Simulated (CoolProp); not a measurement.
Properties of carbon monoxide along the isobar 3800 kPa.

The numbers come from the reference Helmholtz-energy equation of state, Lemmon 2006 in CoolProp. It is a short technical equation, of lower accuracy than the large ones.

```tsv
T (K)	phase	density (kg/m³)	cp (kJ/(kg K))	cv (kJ/(kg K))	isothermal compressibility (1/MPa)	expansivity (1/kK)
132.1	liquid	461.0	5.800	1.054	0.1496	49.78
143.2	supercritical	143.2	2.784	0.9194	0.4884	30.18
154.4	supercritical	112.4	1.835	0.8354	0.3699	16.41
165.5	supercritical	96.35	1.551	0.8055	0.3304	11.98
176.6	supercritical	85.54	1.411	0.7894	0.3098	9.659
187.8	supercritical	77.45	1.326	0.7791	0.2971	8.187
198.9	supercritical	71.14	1.270	0.7721	0.2886	7.171
210.1	supercritical	65.95	1.230	0.7670	0.2825	6.409
221.2	supercritical	61.63	1.201	0.7633	0.2780	5.821
232.4	supercritical	57.90	1.178	0.7604	0.2745	5.344
```
